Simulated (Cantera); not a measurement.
A perfectly stirred reactor is fed with 7.32 % H₂, 92.7 % O₂, at 1330 Pa; it is held at 1150 K, and followed from long to short residence time.

Model: GRI-Mech 3.0 (53 species, 325 reactions), integrated in Cantera. Radical loss at walls, strong at low pressure, is not modelled. The temperature is held fixed by assumption; the heat of reaction is taken as removed at once.

x: mole fraction; the columns are a selection and need not sum to one.

| τ (s) | x H₂ | x O₂ | x OH | x H₂O | x HO₂ | x H |
|---|---|---|---|---|---|---|
| 10 | 6.81e-5 | 0.923 | 0.000511 | 0.0756 | … | 2.90e-5 |
| 1.7 | 0.000203 | 0.922 | 0.000925 | 0.0751 | … | 0.000167 |
| 0.28 | 0.000593 | 0.917 | 0.00168 | 0.0738 | … | 0.000941 |
| 0.045 | 0.00170 | 0.905 | 0.00293 | 0.0696 | … | 0.00445 |
| 0.0074 | 0.00485 | 0.890 | 0.00456 | 0.0607 | 5.52e-6 | 0.0123 |
| 0.0012 | 0.0168 | 0.891 | 0.00627 | 0.0452 | 5.45e-6 | 0.0166 |
| 0.00020 | 0.0589 | 0.917 | 0.00304 | 0.0106 | … | 0.00449 |

**Question.** Complete the blanks.

**Answer.** 
- 10, x HO₂: 1.06e-6
- 1.7, x HO₂: 2.08e-6
- 0.28, x HO₂: 3.50e-6
- 0.045, x HO₂: 4.84e-6
- 0.00020, x HO₂: 3.66e-6
